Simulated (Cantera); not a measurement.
Input: 1 mol C₂H₂, 0.16 mol NH₃, 35 mol H₂, at 2700 K and 0.133 bar.

These are equilibrium values from Cantera (NASA tables, ideal gas, pure condensed phases), not measurements of a reactor. Candidate condensed phases: C, C₆H₆, C₇H₈, C₈H₁₈; 92 gas species. Rates play no part.

Base state: H₂ 0.834, H 0.142, C₂H₂ (acetylene) 0.0197, HCN 0.00251, N₂ 0.000595, HNC 0.000363, C₂H 0.000356, C₄H₂ 0.000193 (mole fractions); condensed: C(graphite).

**Question.** What changes in the equilibrium state with this change: temperature from 2700 K to 1598 K?

**Answer.** 
```json
[
 {"species": "H₂", "before": "0.834", "after": "0.997"},
 {"species": "N₂", "before": "0.000595", "after": "0.00215"},
 {"species": "CH₄", "before": "1.03e-5", "after": "0.000218"},
 {"species": "H", "before": "0.142", "after": "0.000146"},
 {"species": "C₂H₂ (acetylene)", "before": "0.0197", "after": "2.69e-5"},
 {"species": "C₂H", "before": "0.000356", "after": "<1e-9"},
 {"species": "C₄H₂", "before": "0.000193", "after": "<1e-9"},
 {"species": "C₃", "before": "6.60e-5", "after": "<1e-9"},
 {"species": "CN", "before": "3.20e-5", "after": "<1e-9"},
 {"species": "C(graphite), mol", "before": "0.276", "after": "1.99"}
]
```

**Question.** What changes in the equilibrium state with this change: H₂ from 35 to 0.8 mol?

**Answer.** 
| species | before | after |
|---|---|---|
| H₂ | 0.834 | 0.797 |
| H | 0.142 | 0.139 |
| N₂ | 0.000595 | 0.0258 |
| HCN | 0.00251 | 0.0161 |
| C₂H₂ (acetylene) | 0.0197 | 0.0188 |
| CN | 3.20e-5 | 0.000211 |
| HNC | 0.000363 | 0.00233 |
| CH₄ | 1.03e-5 | 9.45e-6 |
| CH₃ | 3.02e-5 | 2.82e-5 |
| C(graphite), mol | 0.276 | 1.87 |
